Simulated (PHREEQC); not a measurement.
4.8 g of hydrous ferric oxide (600 m²/g; 0.2 weak and 0.005 strong sites per Fe, Dzombak-Morel constants, diffuse double layer) in 1 kg of water with 0.05 mol/kgw of an inert sodium salt, at 25 °C; the pH is set by adding NaOH or the inert anion's acid. Oxygen alone is held at its pressure in air (log pO2 = -0.68). The system is closed to CO2. No solid was allowed to form.

The numbers come from PHREEQC with the ion-association model, wateq4f.dat.

```
pH     surface charge σ (C/m²)  surface potential ψ (mV)
-----  -----------------------  ------------------------
4                        0.297                       158
4.67                     0.222                       144
5.33                     0.148                       124
6                        0.090                        99
6.67                     0.049                        71
7.33                     0.022                        40
8                        0.003                         6
8.67                    -0.015                       -29
9.33                    -0.039                       -61
10                      -0.075                       -90
10.67                   -0.127                      -116
11.33                   -0.198                      -137
12                      -0.284                      -151
```
